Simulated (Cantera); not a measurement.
Charge: 1 mol Fe₂O₃, 4.6 mol CO, 0.13 mol H₂, at 39.0 mbar.

These are equilibrium values from Cantera (NASA tables, ideal gas, pure condensed phases), not measurements of a reactor. Candidate condensed phases: C, C₆H₆, C₇H₈, C₈H₁₈, Fe, Fe(CO)₅, FeO, Fe(OH)₂, Fe(OH)₃, Fe₂O₃, Fe₃O₄, H₂O; 114 gas species. The tables' stoichiometric FeO is somewhat more stable than real wüstite, so its field is too wide. FeO: taken at fixed stoichiometry. Equilibrium is a limit: real reactors are often held back by kinetics, nucleation or transport.

Task: At 1702 °C, list the 7 most abundant gas species with their mole fractions, and the condensed phases.

Result: CO 0.770, CO₂ 0.199, H₂O 0.0145, H₂ 0.0125, Fe 0.00284, H 0.000774, OH 8.56e-5. Condensed: FeO(l).
